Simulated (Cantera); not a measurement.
A freely propagating, adiabatic, planar premixed flame of 4.78 % CH4, 0.320 % C2H6, 0.813 % C3H8, 22.3 % O2, 71.7 % N2, equivalence ratio 0.66, unburnt at 625 K and 190000 Pa; multicomponent transport, grid criteria slope 0.08 and curve 0.16, no radiation.

Detailed kinetics in Cantera: GRI-Mech 3.0 (53 species, 325 reactions). GRI-Mech 3.0 was tuned for natural gas; its chemistry of propane as a main component is partial and can be far from experiment. Burning velocities carry a grid error of a few per cent, more on coarse grids.

x: mole fraction of selected species; z is measured from the peak of heat release.

| z (mm) | T (K) | u (m/s) | x CH4 | x C2H6 | x C3H8 | x H2O | x CH2O | x CO |
|---|---|---|---|---|---|---|---|---|
| -0.601 | 625 | 1.04 | 0.0478 | 0.00320 | 0.00813 | 6.43e-5 | 3.14e-7 | 5.39e-6 |
| -0.401 | 628 | 1.04 | 0.0476 | 0.00320 | 0.00812 | … | … | … |
| -0.300 | 636 | 1.06 | 0.0472 | 0.00319 | 0.00810 | 0.00197 | 2.49e-5 | 0.000271 |
| -0.200 | 684 | 1.14 | 0.0453 | 0.00313 | 0.00798 | 0.00853 | 0.000177 | 0.00157 |
| -0.100 | 972 | 1.64 | 0.0341 | 0.00256 | 0.00589 | 0.0402 | 0.00115 | 0.0112 |
| -0.0501 | 1310 | 2.23 | 0.0204 | 0.00139 | 0.00217 | 0.0735 | 0.00145 | 0.0246 |
| 0 | 1659 | 2.85 | 0.00569 | 0.000123 | 7.94e-5 | 0.107 | 0.000722 | 0.0374 |
| 0.0501 | 1820 | 3.12 | 0.000513 | 5.76e-7 | 8.86e-8 | 0.121 | 0.000105 | 0.0342 |
| 0.100 | 1884 | 3.22 | 2.48e-5 | <1e-8 | <1e-8 | 0.124 | 6.03e-6 | 0.0253 |
| 0.200 | 1964 | 3.33 | 7.68e-8 | <1e-8 | <1e-8 | 0.125 | 2.17e-8 | 0.0148 |
| 0.401 | 2050 | 3.46 | <1e-8 | <1e-8 | <1e-8 | 0.128 | <1e-8 | 0.00780 |
| 0.801 | 2117 | 3.56 | <1e-8 | <1e-8 | <1e-8 | 0.132 | <1e-8 | … |
| 1.60 | 2153 | 3.61 | <1e-8 | <1e-8 | <1e-8 | 0.134 | <1e-8 | 0.00194 |

Task: Some entries are withheld; supply them.

Result: 
- -0.401, x H2O: 0.000610
- -0.401, x CH2O: 5.70e-6
- -0.401, x CO: 7.15e-5
- 0.801, x CO: 0.00401
